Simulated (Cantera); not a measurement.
Charge: 1 mol Ta(OEt)5, 0.11 mol CO2, held at 0.100 bar.

Cantera equilibrium calculation (NASA polynomials, part measured and part estimated; ideal gas, pure solids and liquids). Candidate condensed phases: C, C6H6, C7H8, C8H18, H2O, Ta, TaC, Ta2O5; 113 gas species. The feed counts by its element totals alone. TaC: taken at fixed stoichiometry. Condensed phases not in the tables: Ta2C. Equilibrium is a limit: real reactors are often held back by kinetics, nucleation or transport.

x: gas mole fraction; n: condensed amount in mol.

```
T (K)   x H2   x CO       x H  x C2H2 (acetylene)     x C2H      x C3  n C(graphite)  n TaC(s)
-----  -----  -----  --------  ------------------  --------  --------  -------------  --------
1450   0.705  0.295   2.51e-5             3.44e-6    <1e-12    <1e-12           3.89      1.00
1600   0.705  0.295  0.000144             1.94e-5  1.33e-11    <1e-12           3.89      1.00
1750   0.705  0.294       ___                 ___       ___    <1e-12           3.89      1.00
1900   0.703  0.294   0.00210            0.000269   1.05e-8  2.07e-11           3.88      1.00
2050   0.700  0.294   0.00600            0.000743   1.41e-7  9.21e-10           3.86      1.00
2200   0.691  0.292    0.0148             0.00177   1.31e-6   2.42e-8           3.83      1.00
2350   0.674  0.290       ___                 ___       ___       ___           3.75      1.00
2500   0.644  0.285    0.0638             0.00697   4.96e-5   4.97e-6           3.63      1.00
2650   0.596  0.278     0.114              0.0117  0.000217   4.47e-5           3.43      1.00
2800   0.526  0.267     0.188              0.0176  0.000790  0.000316           3.13      1.00
```

### Question
Complete the blanks.

### Answer

- 1750, x H: 0.000617
- 1750, x C2H2 (acetylene): 8.10e-5
- 1750, x C2H: 5.00e-10
- 2350, x H: 0.0324
- 2350, x C2H2 (acetylene): 0.00372
- 2350, x C2H: 9.13e-6
- 2350, x C3: 4.13e-7
